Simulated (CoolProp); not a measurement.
Vapour-liquid equilibrium of fluoroethane (R161) (1) + R1234yf (2) at 1.69 MPa; x and y are mole fractions of (1).

Model: multi-fluid Helmholtz-energy mixture model, Wu 2012 and Lemmon 2022; pair parameters Bell 2016, in CoolProp.

```
x      bubble temperature (°C)  y at the bubble point  dew temperature at overall composition x (°C)  liquid density (mol/L)
-----  -----------------------  ---------------------  ---------------------------------------------  ----------------------
0.05                      60.4                  0.061                                           60.6                   8.379
0.125                     59.2                  0.150                                           59.5                   8.679
0.2                       58.0                  0.235                                           58.5                   8.992
0.275                     56.9             (withheld)                                     (withheld)                   9.320
0.35                      55.8                  0.397                                           56.4                   9.664
0.425                     54.8                  0.474                                           55.4                   10.03
0.5                       53.8                  0.548                                           54.4              (withheld)
0.575                     52.9                  0.619                                     (withheld)                   10.81
0.65                      52.1                  0.689                                           52.5                   11.24
0.725                     51.3                  0.757                                           51.6                   11.69
0.8                       50.6                  0.824                                           50.8                   12.17
0.875               (withheld)                  0.890                                           50.1                   12.67
0.95                      49.3                  0.956                                           49.4                   13.22
```

Some entries are withheld; supply them.


- 0.275, y at the bubble point: 0.318
- 0.275, dew temperature at overall composition x (°C): 57.5
- 0.5, liquid density (mol/L): 10.41
- 0.575, dew temperature at overall composition x (°C): 53.5
- 0.875, bubble temperature (°C): 49.9

No azeotrope shows between x = 0.05 and 0.95.

The pair parameters rest on a limited set of measurements; away from them the model extrapolates.
